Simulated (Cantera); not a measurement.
A perfectly stirred reactor is fed with 33.3 % N2O, 0.0666 % H2, 66.6 % N2, at 1330 Pa; it is held at 1600 K, and followed from long to short residence time.

Cantera simulation using GRI-Mech 3.0 (53 species, 325 reactions); the numbers are that mechanism's predictions, not measurements. GRI-Mech 3.0 was tuned for natural gas; its chemistry of N2O as a main component is partial and can be far from experiment. Radical loss at walls, strong at low pressure, is not modelled. The temperature is held fixed by assumption; the heat of reaction is taken as removed at once.

x: mole fraction; the columns are a selection and need not sum to one.

```json
[
 {"τ (s)": "1.5", "x N2O": "0.0653", "x H2": "5.60e-6", "x NO": "0.0626", "x H2O2": "3.68e-11", "x H2O": "0.000550", "x O2": "0.0831"},
 {"τ (s)": "0.45", "x N2O": "0.149", "x H2": "1.73e-5", "x NO": "0.0437", "x H2O2": "7.64e-11", "x H2O": "0.000558", "x O2": "0.0566"},
 {"τ (s)": "0.14", "x N2O": "0.240", "x H2": "4.99e-5", "x NO": "0.0220", "x H2O2": "2.93e-10", "x H2O": "0.000544", "x O2": "0.0283"},
 {"τ (s)": "0.043", "x N2O": "0.298", "x H2": "0.000132", "x NO": "0.00824", "x H2O2": "?", "x H2O": "0.000469", "x O2": "0.0107"},
 {"τ (s)": "0.013", "x N2O": "0.321", "x H2": "0.000297", "x NO": "0.00261", "x H2O2": "?", "x H2O": "0.000306", "x O2": "0.00338"},
 {"τ (s)": "0.0041", "x N2O": "0.329", "x H2": "0.000499", "x NO": "0.000793", "x H2O2": "?", "x H2O": "0.000115", "x O2": "0.000993"},
 {"τ (s)": "0.0013", "x N2O": "0.332", "x H2": "0.000625", "x NO": "0.000215", "x H2O2": "?", "x H2O": "1.78e-5", "x O2": "0.000255"},
 {"τ (s)": "0.00039", "x N2O": "0.333", "x H2": "0.000660", "x NO": "4.13e-5", "x H2O2": "3.26e-11", "x H2O": "1.15e-6", "x O2": "4.81e-5"},
 {"τ (s)": "0.00012", "x N2O": "0.333", "x H2": "0.000665", "x NO": "5.87e-6", "x H2O2": "<1e-12", "x H2O": "4.90e-8", "x O2": "6.81e-6"}
]
```

Complete the blanks.


- 0.043, x H2O2: 1.62e-9
- 0.013, x H2O2: 5.54e-9
- 0.0041, x H2O2: 6.26e-9
- 0.0013, x H2O2: 1.21e-9
